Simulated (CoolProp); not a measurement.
The fluid at 289.27 K and 0.264 MPa is compressed adiabatically to 1.26 MPa with isentropic efficiency 0.7. The same conditions are run with several fluids, on thermodynamics alone (safety and materials aside).

The numbers come from the reference Helmholtz-energy equation of state of each fluid (C2F6 (R116): Lemmon 2006; R22: Kamei 1995; ethylene: Smukala 2000; R13: Platzer 1990; fluoroethane (R161): Wu 2012) in CoolProp. The equations of Platzer and Polt are older, rougher fits.

```
fluid                work (kJ/kg)  final temperature (K)  final density (kg/m³)
-------------------  ------------  ---------------------  ---------------------
C2F6 (R116)                  39.2                  343.9                   66.2
R22                          65.5                  391.4                   36.2
ethylene                      218                  419.0                   10.4
R13                          54.4                  375.0                   44.6
fluoroethane (R161)           116                  383.8                   20.8
```
